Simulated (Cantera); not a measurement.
Input (Python, Cantera):

```python
import numpy as np
import cantera as ct

gas = ct.Solution("h2o2.yaml")
gas.TPX = 1348, 2666, {'H2': 0.14, 'O2': 1}
inlet = ct.Reservoir(gas, clone=True)

reactor = ct.IdealGasConstPressureReactor(gas, energy="off", clone=False)
exhaust = ct.Reservoir(gas, clone=True)
tau = [2, 0.68, 0.23, 0.078, 0.026, 0.0088, 0.003, 0.001][0]
for a, b in ((inlet, reactor), (reactor, exhaust)):
    ct.MassFlowController(a, b, mdot=lambda t: reactor.mass / tau)
net = ct.ReactorNet([reactor])
show = ['H2', 'O2', 'H', 'OH', 'H2O2', 'O', 'H2O']

rows = []
print(f"{'tau/s':>10s}{'T/K':>9s}" + "".join(f"{s:>11s}" for s in show))
for tau in [2, 0.68, 0.23, 0.078, 0.026, 0.0088, 0.003, 0.001]:
    net.initial_time = 0.0
    net.advance(30 * tau)
    before = gas.X
    net.advance(40 * tau)
    drift = np.max(np.abs(gas.X - before) / (gas.X + 1e-9))
    rows.append([gas.T, *gas[show].X, drift])
    print(f"{tau:10.3e}{gas.T:9.1f}" + "".join(f"{x:11.3e}" for x in gas[show].X))
```

Output:

```
     tau/s      T/K         H2         O2          H         OH       H2O2          O        H2O
 2.000e+00   1348.0  1.335e-04  8.672e-01  7.379e-05  1.676e-03  9.309e-08  1.263e-03  1.297e-01
 6.800e-01   1348.0  2.668e-04  8.656e-01  2.160e-04  2.395e-03  1.316e-07  2.582e-03  1.290e-01
 2.300e-01   1348.0  5.280e-04  8.625e-01  6.251e-04  3.409e-03  1.795e-07  5.231e-03  1.277e-01
 7.800e-02   1348.0  1.022e-03  8.566e-01  1.744e-03  4.787e-03  2.330e-07  1.032e-02  1.255e-01
 2.600e-02   1348.0  1.925e-03  8.461e-01  4.603e-03  6.581e-03  2.842e-07  1.955e-02  1.212e-01
 8.800e-03   1348.0  3.377e-03  8.303e-01  1.036e-02  8.559e-03  3.195e-07  3.309e-02  1.143e-01
 3.000e-03   1348.0  5.567e-03  8.137e-01  1.827e-02  1.038e-02  3.414e-07  4.673e-02  1.054e-01
 1.000e-03   1348.0  9.620e-03  8.044e-01  2.509e-02  1.209e-02  3.766e-07  5.308e-02  9.567e-02
```

Model: the H2/O2 subset of GRI-Mech 3.0, which has no nitrogen chemistry, integrated in Cantera. Radical loss at walls, strong at low pressure, is not modelled. The temperature is held fixed by assumption; the heat of reaction is taken as removed at once.
